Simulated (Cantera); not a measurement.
Input: 1 mol SiH₂Cl₂, 0.0049 mol C₃H₈, 2.9 mol H₂, at 2125 °C and 10.0 mbar.

These are equilibrium values from Cantera (NASA tables, ideal gas, pure condensed phases), not measurements of a reactor. Candidate condensed phases: C, C₆H₆, C₇H₈, C₈H₁₈, Si, SiC; 109 gas species. The tables' values for SiCl, SiCl₃ are old estimates; treat these amounts as uncertain. Gases not in the tables: Si₂H₆ and higher silanes. Equilibrium is a limit: real reactors are often held back by kinetics, nucleation or transport.

Base state: H₂ 0.504, HCl 0.190, H 0.112, Si 0.0937, SiCl₂ 0.0500, Cl 0.0300, SiCl 0.0150, Si₂C 0.00212 (mole fractions); condensed: gas only.

What changes in the equilibrium state with this change: H₂ from 2.9 to 6.9 mol?


```json
[
 {"species": "H₂", "before": "0.504", "after": "0.627"},
 {"species": "HCl", "before": "0.190", "after": "0.135"},
 {"species": "H", "before": "0.112", "after": "0.125"},
 {"species": "SiCl₂", "before": "0.0500", "after": "0.0150"},
 {"species": "SiCl", "before": "0.0150", "after": "0.00699"},
 {"species": "Cl", "before": "0.0300", "after": "0.0192"},
 {"species": "Si", "before": "0.0937", "after": "0.0684"},
 {"species": "SiCl₃", "before": "9.64e-5", "after": "1.85e-5"},
 {"species": "Si₃", "before": "7.34e-5", "after": "2.86e-5"},
 {"species": "Si₂C", "before": "0.00212", "after": "0.00113"},
 {"species": "Si₂", "before": "0.000934", "after": "0.000499"}
]
```

What changes in the equilibrium state with this change: temperature from 2125 °C to 1300 °C?


```csv
species,before,after
H₂,0.504,0.719
HCl,0.190,0.158
SiCl₂,0.0500,0.118
H,0.112,0.000345
Si,0.0937,5.50e-6
Cl,0.0300,6.04e-5
SiCl,0.0150,4.15e-5
Si₂C,0.00212,1.45e-8
SiC₂,0.000141,<1e-9
Si₂,0.000934,1.15e-8
Si₃,7.34e-5,2.41e-9
"Si(s), mol",0,0.385
"SiC(s), mol",0,0.0147
```
Mutual solubility and eutectic melting of coexisting phases are not modelled. The tables' values for SiCl₃, SiCl are old estimates; treat these amounts as uncertain.
